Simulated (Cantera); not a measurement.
**Equilibrium for fluorocarbon and chlorocarbon gases: c-C4F8 + HCl + H2**

Feed: 1 mol c-C4F8, 0.098 mol HCl, 1.4 mol H2, at 675 °C and 1.00 bar.

Cantera equilibrium calculation (NASA polynomials, part measured and part estimated; ideal gas, pure solids and liquids). Candidate condensed phases: C, C6H6, C7H8, C8H18; 118 gas species. The feed counts by its element totals alone. Gases not in the tables: C2F6 and larger saturated fluorocarbons. Kinetics and transport are ignored.

| Property | Value |
|---|---|
| x(HF) | 0.667 |
| x(CF4) | 0.310 |
| x(HCl) | 0.0232 |
| x(CClF3) | 0.000168 |
| x(H2F2) | 2.12e-5 |
| x(Cl2) | 4.76e-6 |
| x(CHF3) | 2.23e-6 |
| n(C(graphite)) | 2.70 mol |
| gas amount | 4.198 mol |
